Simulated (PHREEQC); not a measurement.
**Leach liquor (model solution)**

Make-up at 25 °C: 0.0011 mol HCl, 3.1e-06 mol LiCl and 6.9e-06 mol MgSO4 per kg of water. Closed to the air; pH follows from the charge balance.

All values are PHREEQC results (ion-association model, phreeqc.dat), not measurements.

Precipitation was switched off in this run.

Estimate the pH, specific conductance.

pH 2.97; specific conductance 458 µS/cm.

In which forms is S present?

SO4-2 91 %, HSO4- 8.4 % of the S.

Complexes and solids missing from the database can't appear.
